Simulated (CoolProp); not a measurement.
Properties of propylene along the isobar 0.264 MPa.

The numbers come from the reference Helmholtz-energy equation of state, Lemmon 2013 in CoolProp.

| T (°C) | phase | density (kg/m³) | isothermal compressibility (1/MPa) | expansivity (1/kK) | viscosity (µPa s) | conductivity (mW/(m K)) |
|---|---|---|---|---|---|---|
| -112.05 | liquid | 685.4 | 0.0008738 | 1.634 | 488 | 170 |
| -95.95 | liquid | 667.2 | 0.001037 | 1.700 | 370 | 165 |
| -79.85 | liquid | 648.8 | 0.001243 | 1.785 | 292 | 159 |
| -63.75 | liquid | 629.9 | 0.001509 | 1.894 | 237 | 152 |
| -47.65 | liquid | 610.3 | 0.001862 | 2.035 | 196 | 146 |
| -31.55 | liquid | 589.8 | 0.002345 | 2.219 | 164 | 139 |
| -15.45 | gas | 5.531 | 4.059 | 4.781 | 7.30 | 13.3 |
| 0.65 | gas | 5.141 | 4.002 | 4.314 | 7.81 | 14.8 |
| 16.75 | gas | 4.811 | 3.961 | 3.949 | 8.30 | 16.4 |
| 32.85 | gas | 4.526 | 3.930 | 3.655 | 8.80 | 18.0 |
| 48.95 | gas | 4.276 | 3.907 | 3.411 | 9.28 | 19.8 |
| 65.05 | gas | 4.054 | 3.889 | 3.204 | 9.75 | 21.6 |
| 81.15 | gas | 3.856 | 3.874 | 3.025 | 10.2 | 23.5 |

Viscosity comes from a separate model (Huber 2003), an estimate that may be off by 10 % or more. Thermal conductivity comes from a separate model (Huber 2003), an estimate that may be off by 10 % or more.
